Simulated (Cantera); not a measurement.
Input: 1 mol Al, 0.91 mol HCl, a varied amount of N₂, at 950 K and 0.420 bar.

Method: chemical equilibrium by Gibbs-energy minimisation in Cantera with the NASA 1993 tables (ideal gas, pure condensed phases). Candidate condensed phases: Al, AlCl₃, AlN, NH₄Cl; 20 gas species. Rates play no part.

x: gas mole fraction; n: condensed amount in mol.

| n(N₂) (mol) | x N₂ | x H₂ | x HCl | x AlCl₃ | x Al₂Cl₆ | n AlN(s) |
|---|---|---|---|---|---|---|
| 22 | 0.964 | 0.0144 | 0.0119 | 0.00956 | [?] | 0.785 |
| 34 | 0.977 | 0.00914 | 0.00817 | 0.00608 | [?] | 0.790 |
| 53 | 0.985 | 0.00574 | 0.00556 | 0.00382 | [?] | 0.796 |
| 83 | 0.990 | 0.00358 | 0.00375 | 0.00239 | [?] | 0.801 |
| 130 | 0.994 | 0.00223 | 0.00253 | 0.00148 | [?] | 0.807 |
| 200 | 0.996 | 0.00141 | 0.00173 | 0.000938 | [?] | 0.812 |
| 320 | 0.997 | 0.000852 | 0.00114 | 0.000568 | [?] | 0.818 |

Question: Some entries are withheld; supply them.

Answer: 
- 22, x Al₂Cl₆: 7.93e-6
- 34, x Al₂Cl₆: 3.21e-6
- 53, x Al₂Cl₆: 1.27e-6
- 83, x Al₂Cl₆: 4.94e-7
- 130, x Al₂Cl₆: 1.91e-7
- 200, x Al₂Cl₆: 7.64e-8
- 320, x Al₂Cl₆: 2.80e-8
